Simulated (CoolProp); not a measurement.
Vapour-liquid equilibrium of propane (1) + toluene (2) at 44.75 °C; x and y are mole fractions of (1).

Computed with CoolProp (multi-fluid Helmholtz-energy mixture model, Lemmon 2009 and Lemmon 2006; pair parameters Bell 2016).

| x | bubble pressure, mixture model (MPa) | bubble pressure, Raoult's law (MPa) | y, mixture model | y, Raoult's law |
|---|---|---|---|---|
| 0.05 | 0.1283 | 0.08558 | 0.924 | 0.891 |
| 0.15 | 0.3493 | 0.2372 | 0.972 | 0.965 |
| 0.25 | 0.5428 | 0.3888 | 0.982 | 0.981 |
| 0.35 | 0.7067 | 0.5404 | 0.987 | 0.988 |
| 0.45 | 0.8436 | 0.6920 | 0.989 | 0.992 |
| 0.55 | 0.9599 | 0.8436 | 0.991 | 0.995 |
| 0.65 | 1.065 | 0.9952 | 0.992 | 0.997 |
| 0.75 | 1.168 | 1.147 | 0.994 | 0.998 |
| 0.85 | 1.284 | 1.298 | 0.996 | 0.999 |
| 0.95 | 1.431 | 1.450 | 0.998 | 1.000 |

The largest gap from Raoult's law is +49.9 % in bubble pressure, at x = 0.05. No azeotrope shows between x = 0.05 and 0.95.

The pair parameters rest on a limited set of measurements; away from them the model extrapolates. The gap from Raoult's law changes sign with composition, which may be real or a fault of the pair parameters; it wasn't checked against measurements.
